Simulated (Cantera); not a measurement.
# Thermodynamics of aluminium and copper etching, feed Al + HCl

A closed system holds: 1 mol Al, 9.5 mol HCl, equilibrated at 64.0 mbar.

Equilibrium computed with Cantera from the NASA thermochemical tables; the gas is ideal and each condensed phase is pure. Candidate condensed phases: Al, AlCl3; 12 gas species. Rates play no part.

From 448 K to 1098 K nothing is condensed. The main Al-bearing gas is Al2Cl6 at 448 K and AlCl3 at 1098 K.

```json
[
 {"T (K)": "448", "x HCl": "0.765", "x H2": "0.176", "x AlCl3": "0.000392", "x Al2Cl6": "0.0586", "x AlCl2": "<1e-12", "x Cl": "<1e-12", "x H": "<1e-12", "x AlCl": "<1e-12"},
 {"T (K)": "498", "x HCl": "0.764", "x H2": "0.176", "x AlCl3": "0.00206", "x Al2Cl6": "0.0577", "x AlCl2": "<1e-12", "x Cl": "<1e-12", "x H": "<1e-12", "x AlCl": "<1e-12"},
 {"T (K)": "548", "x HCl": "0.762", "x H2": "0.176", "x AlCl3": "0.00779", "x Al2Cl6": "0.0547", "x AlCl2": "<1e-12", "x Cl": "<1e-12", "x H": "<1e-12", "x AlCl": "<1e-12"},
 {"T (K)": "598", "x HCl": "0.756", "x H2": "0.175", "x AlCl3": "0.0222", "x Al2Cl6": "0.0471", "x AlCl2": "<1e-12", "x Cl": "<1e-12", "x H": "<1e-12", "x AlCl": "<1e-12"},
 {"T (K)": "648", "x HCl": "0.746", "x H2": "0.172", "x AlCl3": "0.0479", "x Al2Cl6": "0.0335", "x AlCl2": "<1e-12", "x Cl": "<1e-12", "x H": "<1e-12", "x AlCl": "<1e-12"},
 {"T (K)": "698", "x HCl": "0.735", "x H2": "0.170", "x AlCl3": "0.0777", "x Al2Cl6": "0.0177", "x AlCl2": "2.04e-12", "x Cl": "<1e-12", "x H": "<1e-12", "x AlCl": "<1e-12"},
 {"T (K)": "748", "x HCl": "0.727", "x H2": "0.168", "x AlCl3": "0.0978", "x Al2Cl6": "0.00707", "x AlCl2": "2.86e-11", "x Cl": "2.17e-12", "x H": "<1e-12", "x AlCl": "<1e-12"},
 {"T (K)": "798", "x HCl": "0.724", "x H2": "0.167", "x AlCl3": "0.106", "x Al2Cl6": "0.00253", "x AlCl2": "2.54e-10", "x Cl": "1.94e-11", "x H": "4.31e-12", "x AlCl": "<1e-12"},
 {"T (K)": "848", "x HCl": "0.723", "x H2": "0.167", "x AlCl3": "0.109", "x Al2Cl6": "0.000936", "x AlCl2": "1.65e-9", "x Cl": "1.34e-10", "x H": "3.07e-11", "x AlCl": "<1e-12"},
 {"T (K)": "898", "x HCl": "0.722", "x H2": "0.167", "x AlCl3": "0.110", "x Al2Cl6": "0.000378", "x AlCl2": "8.59e-9", "x Cl": "7.48e-10", "x H": "1.77e-10", "x AlCl": "<1e-12"},
 {"T (K)": "948", "x HCl": "0.722", "x H2": "0.167", "x AlCl3": "0.111", "x Al2Cl6": "0.000167", "x AlCl2": "3.72e-8", "x Cl": "3.49e-9", "x H": "8.46e-10", "x AlCl": "2.77e-12"},
 {"T (K)": "998", "x HCl": "0.722", "x H2": "0.167", "x AlCl3": "0.111", "x Al2Cl6": "8.06e-5", "x AlCl2": "1.39e-7", "x Cl": "1.40e-8", "x H": "3.47e-9", "x AlCl": "2.41e-11"},
 {"T (K)": "1048", "x HCl": "0.722", "x H2": "0.167", "x AlCl3": "0.111", "x Al2Cl6": "4.17e-5", "x AlCl2": "4.54e-7", "x Cl": "4.93e-8", "x H": "1.25e-8", "x AlCl": "1.70e-10"},
 {"T (K)": "1098", "x HCl": "0.722", "x H2": "0.167", "x AlCl3": "0.111", "x Al2Cl6": "2.30e-5", "x AlCl2": "1.33e-6", "x Cl": "1.55e-7", "x H": "3.99e-8", "x AlCl": "1.00e-9"}
]
```
x: gas mole fraction; nothing condenses.
